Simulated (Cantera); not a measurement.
A perfectly stirred reactor is fed with CH4 : CO2 : H2O = 1 : 0.7 : 0.0077 (molar parts), at 6.81 atm; it is held at 1725 K, and followed from long to short residence time.

Computed with Cantera and GRI-Mech 3.0 (53 species, 325 reactions).

Problem. Predict: x(CH4) at τ = 0.970 s; x(CO2) at τ = 0.970 s; x(H) at τ = 0.970 s; x(C2H) at τ = 0.970 s; x(CH4) at τ = 51.0 ms; x(CO2) at τ = 51.0 ms; x(H) at τ = 51.0 ms; x(C2H) at τ = 51.0 ms.

Solution. 
* **x(CH4) at τ = 0.970 s**: 0.0524
* **x(CO2) at τ = 0.970 s**: 0.0157
* **x(H) at τ = 0.970 s**: 4.67e-5
* **x(C2H) at τ = 0.970 s**: 3.57e-8
* **x(CH4) at τ = 51.0 ms**: 0.0908
* **x(CO2) at τ = 51.0 ms**: 0.0648
* **x(H) at τ = 51.0 ms**: 3.66e-5
* **x(C2H) at τ = 51.0 ms**: 8.32e-8
